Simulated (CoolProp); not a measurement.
Vapour-liquid equilibrium of CF4 (R14) (1) + CHF3 (R23) (2) at 188.6 K; x and y are mole fractions of (1).

Values from CoolProp's multi-fluid Helmholtz-energy mixture model, Platzer 1990 and Penoncello 2003; pair parameters Bell 2016. This equation is an older, rougher fit; its heat capacities, sound speeds and derivatives of the liquid may be far off and weren't checked against measurements.

Give the bubble pressure and the first vapour's composition at x = 0.35, 0.55, 0.75. Is there an azeotrope?

x = 0.35: 0.6924 MPa, y = 0.885; x = 0.55: 0.7891 MPa, y = 0.907; x = 0.75: 0.8661 MPa, y = 0.929. No azeotrope shows between x = 0.05 and 0.95.

Pair parameters are fitted to limited data, so mixtures are less certain than the pure fluids. With so large a gap from Raoult's law the liquid may split in two, which this calculation doesn't test in full.
